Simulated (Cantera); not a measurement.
## Thermodynamics of aluminium and copper etching, feed Cu + F₂

A closed system holds: 1 mol Cu, 2.5 mol F₂, equilibrated at 8.20e-5 bar.

Cantera equilibrium calculation (NASA polynomials, part measured and part estimated; ideal gas, pure solids and liquids). Candidate condensed phases: Cu, CuF₂; 6 gas species. The numbers say what is thermodynamically allowed, not how fast it happens.

```csv
T (°C),x F₂,x F,x CuF₂,x CuF,x Cu,n CuF₂(s)
177,1.000,7.07e-5,<1e-12,<1e-12,<1e-12,1.00
327,0.985,0.0154,1.27e-10,<1e-12,<1e-12,1.00
477,0.669,0.331,4.86e-6,<1e-12,<1e-12,1.000
627,0.0662,0.929,0.00488,5.39e-12,<1e-12,0.986
777,0.00185,0.748,0.250,2.11e-7,<1e-12,0
927,0.000174,0.750,0.250,2.61e-5,<1e-12,0
1077,2.74e-5,0.750,0.249,0.00110,1.15e-10,0
1227,6.29e-6,0.755,0.225,0.0200,1.01e-7,0
```
x: gas mole fraction; n: condensed amount in mol.

From 177 °C to 627 °C the condensed part is CuF₂(s). From 777 °C to 1227 °C nothing is condensed.
